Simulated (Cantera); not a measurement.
Charge: 1 mol Si(CH3)4, 0.0086 mol C3H8, 920 mol H2, 0.55 mol CH4, equilibrated at 2250 K and 5.40 Torr.

Method: chemical equilibrium by Gibbs-energy minimisation in Cantera with the NASA 1993 tables (ideal gas, pure condensed phases). Candidate condensed phases: C, C6H6, C7H8, C8H18, Si, SiC; 87 gas species. The numbers say what is thermodynamically allowed, not how fast it happens.

Base state: H2 0.913, H 0.0836, C2H2 (acetylene) 0.00226, Si 0.000911, SiC2 7.81e-5, SiH 2.97e-5 (mole fractions); condensed: gas only.

What changes in the equilibrium state with this change: Si(CH3)4 replaced by SiH4?


```json
[
 {"species": "H2", "before": "0.913", "after": "0.915"},
 {"species": "H", "before": "0.0836", "after": "0.0837"},
 {"species": "Si", "before": "0.000911", "after": "0.000985"},
 {"species": "C2H2 (acetylene)", "before": "0.00226", "after": "0.000285"},
 {"species": "SiC2", "before": "7.81e-5", "after": "1.06e-5"},
 {"species": "SiH", "before": "2.97e-5", "after": "3.22e-5"}
]
```
